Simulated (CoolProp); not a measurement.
Properties of R115 along the isotherm 226.85 °C.

Values from CoolProp's reference Helmholtz-energy equation of state, Lemmon 2016.

```csv
p (bar),phase,Z,cv (kJ/(kg K)),speed of sound (m/s),Joule-Thomson coefficient (K/MPa),isothermal compressibility (1/MPa),fugacity coefficient
0.495,gas,0.9985,0.8699,168.8,3.594,20.23,0.9985
0.88,gas,0.9974,0.8699,168.7,3.598,11.39,0.9974
1.56,gas,0.9953,0.8701,168.4,3.604,6.440,0.9953
2.78,gas,0.9917,0.8704,167.9,3.614,3.627,0.9917
4.95,gas,0.9852,0.8710,167.0,3.633,2.051,0.9853
8.8,gas,0.9737,0.8720,165.4,3.665,1.167,0.9740
15.6,gas,0.9534,0.8738,162.8,3.717,0.6721,0.9544
27.8,gas,0.9177,0.8774,158.3,3.780,0.3912,0.9204
49.5,supercritical,0.8588,0.8837,152.6,3.712,0.2307,0.8639
88,supercritical,0.7957,0.8919,156.7,2.837,0.1222,0.7809
156,supercritical,0.8440,0.8951,204.6,1.176,0.04421,0.6981
```
